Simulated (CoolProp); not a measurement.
Chlorine along the isotherm 163.25 °C: fugacity coefficient from the reference equation and from simpler models built on Tc = 143.7 °C, pc = 7.642 MPa, ω = 0.070; each cubic takes its own stable root.

Computed with CoolProp (reference Helmholtz-energy equation of state, Thol 2021).

| p (MPa) | phase | reference | van der Waals | Redlich-Kwong |
|---|---|---|---|---|
| 1.19 | gas | 0.9575 | 0.9588 | 0.9540 |
| 2.39 | gas | 0.9152 | 0.9175 | 0.9084 |
| 3.58 | gas | 0.8736 | 0.8767 | 0.8639 |
| 4.78 | gas | 0.8319 | 0.8354 | 0.8197 |
| 5.97 | gas | 0.7904 | 0.7941 | 0.7761 |
| 7.16 | gas | 0.7483 | 0.7519 | 0.7325 |
| 8.36 | supercritical | 0.7045 | 0.7070 | 0.6878 |
| 9.55 | supercritical | 0.6577 | 0.6573 | 0.6415 |
| 10.7 | supercritical | 0.6089 | 0.6119 | 0.5972 |
| 11.9 | supercritical | 0.5642 | 0.5724 | 0.5570 |
| 13.1 | supercritical | 0.5269 | 0.5398 | 0.5232 |
| 14.3 | supercritical | 0.4956 | 0.5126 | 0.4945 |
| 15.5 | supercritical | 0.4691 | 0.4896 | 0.4701 |
| 16.7 | supercritical | 0.4464 | 0.4701 | 0.4492 |
| 17.9 | supercritical | 0.4268 | 0.4534 | 0.4310 |
| 19.1 | supercritical | 0.4098 | 0.4390 | 0.4151 |
